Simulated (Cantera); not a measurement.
An isothermal, constant-pressure homogeneous reactor starts with H2 : O2 : N2 = 0.15 : 1 : 0.29 (molar parts), equivalence ratio 0.075, at 1325 K and 1.50 Torr.

Cantera simulation using the H2/O2 subset of GRI-Mech 3.0, which has no nitrogen chemistry; the numbers are that mechanism's predictions, not measurements. Radical loss at walls, strong at low pressure, is not modelled. The temperature is held fixed by assumption; the heat of reaction is taken as removed at once.

x: mole fraction; the columns are a selection and need not sum to one.

| t (s) | x H2 | x O2 | x O | x HO2 | x H | x H2O2 | x H2O |
|---|---|---|---|---|---|---|---|
| 3.00e-6 | 0.104 | 0.694 | 1.60e-12 | 2.54e-10 | 2.52e-10 | <1e-12 | <1e-12 |
| 1.44e-5 | 0.104 | 0.694 | 3.54e-11 | 1.22e-9 | 1.18e-9 | <1e-12 | <1e-12 |
| 6.89e-5 | 0.104 | 0.694 | 7.38e-10 | 5.83e-9 | 5.19e-9 | <1e-12 | 9.71e-11 |
| 0.000330 | 0.104 | 0.694 | [?] | [?] | [?] | 1.57e-11 | [?] |
| 0.00158 | 0.104 | 0.694 | 5.00e-7 | 1.34e-7 | 4.91e-7 | 3.51e-10 | 8.57e-7 |
| 0.00758 | 0.0268 | 0.643 | 0.0321 | 5.08e-7 | 0.0260 | 3.74e-8 | 0.0581 |
| 0.0363 | 0.00367 | 0.621 | 0.0558 | 5.24e-7 | 0.0255 | 1.91e-8 | 0.0836 |
| 0.174 | 0.00343 | 0.626 | 0.0512 | 5.26e-7 | 0.0225 | 1.95e-8 | 0.0860 |
| 0.835 | [?] | 0.643 | [?] | 5.16e-7 | [?] | 2.04e-8 | [?] |
| 4.00 | 0.000561 | 0.670 | 0.00724 | 3.39e-7 | 0.00124 | 1.52e-8 | 0.106 |

Problem. Some entries are withheld; supply them.

Solution. 
- 0.000330, x O: 1.29e-8
- 0.000330, x HO2: 2.79e-8
- 0.000330, x H: 2.27e-8
- 0.000330, x H2O: 7.63e-9
- 0.835, x H2: 0.00244
- 0.835, x O: 0.0340
- 0.835, x H: 0.0124
- 0.835, x H2O: 0.0945
